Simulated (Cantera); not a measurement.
## Equilibrium for iron carbonyl, mercury and lead vapours: Pb + O₂ + N₂

A closed system holds: 1 mol Pb, 0.035 mol O₂, 0.17 mol N₂, at 0.0470 bar.

Method: chemical equilibrium by Gibbs-energy minimisation in Cantera with the NASA 1993 tables (ideal gas, pure condensed phases). Candidate condensed phases: Pb, PbO, PbO₂, Pb₃O₄; 12 gas species. The numbers say what is thermodynamically allowed, not how fast it happens.

From 500 K to 600 K the condensed part is Pb(s) + PbO(red). From 650 K to 750 K the condensed part is Pb(l) + PbO(red). From 800 K to 850 K the condensed part is Pb(l) + PbO(yellow).

| T (K) | x N₂ | x Pb | x PbO | n Pb(s) | n PbO(red) | n Pb(l) | n PbO(yellow) |
|---|---|---|---|---|---|---|---|
| 500 | 1.00 | <1e-12 | <1e-12 | 0.930 | 0.0700 | 0 | 0 |
| 550 | 1.00 | 3.25e-12 | <1e-12 | 0.930 | 0.0700 | 0 | 0 |
| 600 | 1.00 | 1.10e-10 | <1e-12 | 0.930 | 0.0700 | 0 | 0 |
| 650 | 1.00 | 1.99e-9 | <1e-12 | 0 | 0.0700 | 0.930 | 0 |
| 700 | 1.00 | 2.37e-8 | 3.52e-12 | 0 | 0.0700 | 0.930 | 0 |
| 750 | 1.00 | 2.02e-7 | 8.92e-11 | 0 | 0.0700 | 0.930 | 0 |
| 800 | 1.000 | 1.31e-6 | 1.49e-9 | 0 | 0 | 0.930 | 0.0700 |
| 850 | 1.000 | 6.77e-6 | 1.77e-8 | 0 | 0 | 0.930 | 0.0700 |
x: gas mole fraction; n: condensed amount in mol.
